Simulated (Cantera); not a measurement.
Input: 1 mol SiCl4, 0.37 mol Cl2, 24 mol H2, held at 38.0 mbar.

Cantera equilibrium calculation (NASA polynomials, part measured and part estimated; ideal gas, pure solids and liquids). Candidate condensed phases: Si; 19 gas species. Kinetics and transport are ignored.

### Question
Which condensed phases are stable at each of these points (T (K)): 875, 975, 1075, 1175, 1275, 1375, 1475?

### Answer
| T (K) | condensed phases | Si condensed (%) |
|---|---|---|
| 875 | gas only | 0.0 |
| 975 | gas only | 0.0 |
| 1075 | gas only | 0.0 |
| 1175 | Si(s) | 1.1 |
| 1275 | Si(s) | 3.4 |
| 1375 | Si(s) | 0.9 |
| 1475 | gas only | 0.0 |

From 875 K to 1075 K nothing is condensed. From 1175 K to 1375 K the condensed part is Si(s). At 1475 K nothing is condensed.
